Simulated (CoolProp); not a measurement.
Vapour-liquid equilibrium of hydrogen chloride (1) + propane (2) at 3.91 bar; x and y are mole fractions of (1).

The numbers come from the multi-fluid Helmholtz-energy mixture model, Thol 2018 and Lemmon 2009; pair parameters Bell 2016 in CoolProp.

| x | bubble temperature (°C) | y at the bubble point | dew temperature at overall composition x (°C) | liquid density (mol/L) |
|---|---|---|---|---|
| 0.05 | -18.8 | 0.354 | -7.8 | 12.88 |
| 0.2 | -40.1 | 0.745 | -12.9 | 14.73 |
| 0.35 | -48.3 | 0.842 | -18.6 | 16.53 |
| 0.5 | -51.8 | 0.878 | -25.3 | 18.56 |
| 0.65 | -53.7 | 0.901 | -33.5 | 21.06 |
| 0.8 | -55.2 | 0.926 | -44.5 | 24.32 |
| 0.95 | -56.8 | 0.973 | -56.2 | 28.72 |

No azeotrope shows between x = 0.05 and 0.95.

Pair parameters are fitted to limited data, so mixtures are less certain than the pure fluids. With so large a gap from Raoult's law the liquid may split in two, which this calculation doesn't test in full.
